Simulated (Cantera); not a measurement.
A closed system holds: 1 mol SiC, 0.52 mol CO2, 78 mol H2, 0.1 mol N2O, equilibrated at 1798.15 K and 7.90 mbar.

Equilibrium computed with Cantera from the NASA thermochemical tables; the gas is ideal and each condensed phase is pure. Equilibrium is a limit: real reactors are often held back by kinetics, nucleation or transport.

```json
[
 {"species": "H2", "before": "0.980", "after": "0.956"},
 {"species": "N2", "before": "0.00125", "after": "0.0258"},
 {"species": "SiO", "before": "0.00387", "after": "0.0127"},
 {"species": "CO", "before": "0.0105", "after": "0.00131"},
 {"species": "Si", "before": "7.64e-5", "after": "0.000391"},
 {"species": "SiH", "before": "7.71e-6", "after": "3.90e-5"},
 {"species": "SiH2", "before": "5.66e-6", "after": "2.82e-5"},
 {"species": "HCN", "before": "2.60e-5", "after": "2.28e-5"},
 {"species": "H", "before": "0.00393", "after": "0.00388"},
 {"species": "SiC(s), mol", "before": "0.685", "after": "0.411"},
 {"species": "Si(l), mol", "before": "0", "after": "1.52"}
]
```
Gas species are given as mole fractions.

Q: Name the change that produced these shifts.
A. SiC replaced by Si3N4
B. temperature from 1798.15 K to 2123 K
C. temperature from 1798.15 K to 1625 K
D. temperature from 1798.15 K to 2025 K

A: A, SiC replaced by Si3N4. Mutual solubility and eutectic melting of coexisting phases are not modelled. Gases not in the tables: Si2H6 and higher silanes
